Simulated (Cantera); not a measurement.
## Equilibrium for thermal oxidation and active oxidation of silicon: Si + CO₂ + H₂ + O₂

Input: 1 mol Si, 0.71 mol CO₂, 4.1 mol H₂, 0.61 mol O₂, at 6.00e-6 bar.

Cantera equilibrium calculation (NASA polynomials, part measured and part estimated; ideal gas, pure solids and liquids). Candidate condensed phases: C, C₆H₆, C₇H₈, C₈H₁₈, H₂O, Si, SiC, SiO₂; 123 gas species. Mutual solubility and eutectic melting of coexisting phases are not modelled. The tables hold silica as quartz up to 1696 K and as liquid above; real silica turns to tridymite and cristobalite and melts near 1996 K. Kinetics and transport are ignored.

| T (°C) | x H₂ | x CO | x SiO | x H₂O | x H | x CO₂ | x OH | x SiO₂ | n C(graphite) | n SiO₂(β-quartz) | n SiC(s) |
|---|---|---|---|---|---|---|---|---|---|---|---|
| 652 | 0.865 | 0.135 | 3.20e-10 | 1.04e-6 | 9.89e-8 | 3.29e-7 | <1e-12 | <1e-12 | 0.0700 | 1.00 | 0 |
| 702 | 0.865 | 0.135 | 3.16e-8 | 4.21e-7 | 4.34e-7 | 1.05e-7 | <1e-12 | <1e-12 | 0.0700 | 1.00 | 0 |
| 752 | 0.865 | 0.135 | 1.98e-6 | 1.86e-7 | 1.65e-6 | 3.76e-8 | <1e-12 | <1e-12 | 0.0700 | 1.000 | 0 |
| 802 | 0.856 | 0.143 | 5.25e-5 | 1.41e-7 | 5.54e-6 | 2.53e-8 | <1e-12 | <1e-12 | 0 | 0.976 | 0.0232 |
| 852 | 0.856 | 0.144 | 0.000581 | 1.95e-7 | 1.68e-5 | 2.98e-8 | <1e-12 | <1e-12 | 0 | 0.975 | 0.0224 |
| 902 | 0.851 | 0.144 | 0.00522 | 2.63e-7 | 4.62e-5 | 3.48e-8 | <1e-12 | <1e-12 | 0 | 0.960 | 0.0149 |
| 952 | 0.840 | 0.145 | 0.0143 | 9.30e-7 | 0.000117 | 1.10e-7 | 1.18e-12 | 8.19e-12 | 0 | 0.930 | 0 |
| 1002 | 0.840 | 0.145 | 0.0144 | 7.63e-6 | 0.000276 | 7.94e-7 | 2.91e-11 | 8.08e-11 | 0 | 0.930 | 0 |
| 1052 | 0.840 | 0.145 | 0.0144 | 5.30e-5 | 0.000612 | 4.92e-6 | 5.63e-10 | 6.70e-10 | 0 | 0.930 | 0 |
| 1102 | 0.838 | 0.145 | 0.0147 | 0.000313 | 0.00128 | 2.62e-5 | 8.61e-9 | 4.75e-9 | 0 | 0.928 | 0 |
| 1152 | 0.835 | 0.145 | 0.0159 | 0.00152 | 0.00254 | 0.000116 | 1.01e-7 | 2.93e-8 | 0 | 0.922 | 0 |
| 1202 | 0.825 | 0.144 | 0.0202 | 0.00559 | 0.00481 | 0.000393 | 8.54e-7 | 1.59e-7 | 0 | 0.901 | 0 |
| 1252 | 0.803 | 0.141 | 0.0304 | 0.0154 | 0.00865 | 0.00100 | 5.13e-6 | 7.75e-7 | 0 | 0.848 | 0 |
| 1302 | 0.762 | 0.137 | 0.0501 | 0.0342 | 0.0148 | 0.00212 | 2.41e-5 | 3.40e-6 | 0 | 0.745 | 0 |
x: gas mole fraction; n: condensed amount in mol.

From 652 °C to 752 °C the condensed part is C(graphite) + SiO₂(β-quartz). From 802 °C to 902 °C the condensed part is SiC(s) + SiO₂(β-quartz). From 952 °C to 1302 °C the condensed part is SiO₂(β-quartz).
